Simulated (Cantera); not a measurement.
A perfectly stirred reactor is fed with CH4 : H2O : H2 = 1 : 0.99 : 0.23 (molar parts), at 0.987 atm; it is held at 1600 K, and followed from long to short residence time.

Detailed kinetics in Cantera: GRI-Mech 3.0 (53 species, 325 reactions).

One state of this run: x CH4 = 0.362; x H2O = 0.420; x H2 = 0.186; x C2H2 = 0.0250; x CH2O = 4.92e-6; x CH2 = 3.67e-8. x: mole fraction; the columns are a selection and need not sum to one.

**Question.** Which value of τ (s) does it belong to?
A. 0.0068
B. 0.045
C. 0.16
D. 0.013

**Answer.** D, 0.013
